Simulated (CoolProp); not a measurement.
Sulfur hexafluoride at several states: Z from the reference equation and from simpler models built on Tc = 45.6 °C, pc = 3755 kPa, ω = 0.210; each cubic takes its own stable root.

The numbers come from the reference Helmholtz-energy equation of state, Guder 2009 in CoolProp.

```
T (°C)  p (kPa)          phase  reference
------  -------  -------------  ---------
218.75     6040  supercritical     0.9088
251.15      446            gas     0.9942
28.15      5720         liquid     0.2352
351.75     1460            gas     0.9944
82.75     17300  supercritical     0.6591
-30.05    21300         liquid     0.8293
```

Task: How far does each simpler model (van der Waals, Soave-Redlich-Kwong) lie from the reference over these 6 states: mean and median of the absolute difference, and the worst?

Result: 
- van der Waals: mean 19.9 %, median 15.3 %, worst +44.4 % at 28.15 °C and 5720 kPa
- Soave-Redlich-Kwong: mean 3.2 %, median 1.6 %, worst +10.1 % at 28.15 °C and 5720 kPa
